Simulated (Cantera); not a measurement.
An isothermal, constant-pressure homogeneous reactor starts with H₂ : O₂ = 0.11 : 1 (molar parts), at 1298 K and 0.0267 bar.

Computed with Cantera and GRI-Mech 3.0 (53 species, 325 reactions). Radical loss at walls, strong at low pressure, is not modelled. The temperature is held fixed by assumption; the heat of reaction is taken as removed at once.

x: mole fraction; the columns are a selection and need not sum to one.

```csv
t (s),x H₂,x O₂,x HO₂,x H₂O₂,x H,x OH
1.00e-6,0.0991,0.901,9.09e-10,<1e-12,8.81e-10,2.85e-11
6.76e-6,0.0991,0.901,6.15e-9,<1e-12,5.18e-9,?
4.57e-5,0.0991,0.901,4.17e-8,3.36e-11,3.77e-8,?
0.000309,0.0988,0.901,7.36e-7,2.05e-9,8.32e-5,?
0.00209,0.00250,0.840,8.66e-6,2.81e-7,0.0161,?
0.0141,0.000702,0.881,6.33e-6,2.48e-7,0.00211,?
0.0956,2.75e-5,0.895,9.35e-7,6.46e-8,1.60e-5,?
0.647,1.24e-6,0.896,7.42e-8,9.21e-9,1.57e-7,?
4.37,1.19e-7,0.896,3.64e-8,1.49e-9,4.76e-9,?
29.6,5.69e-8,0.896,4.50e-8,8.70e-10,1.58e-9,3.74e-5
200,5.69e-8,0.896,4.50e-8,8.70e-10,1.58e-9,3.74e-5
```

**Question.** Complete the blanks.

**Answer.** 
- 6.76e-6, x OH: 1.08e-9
- 4.57e-5, x OH: 2.91e-8
- 0.000309, x OH: 7.81e-5
- 0.00209, x OH: 0.00751
- 0.0141, x OH: 0.00405
- 0.0956, x OH: 0.000809
- 0.647, x OH: 0.000174
- 4.37, x OH: 5.41e-5
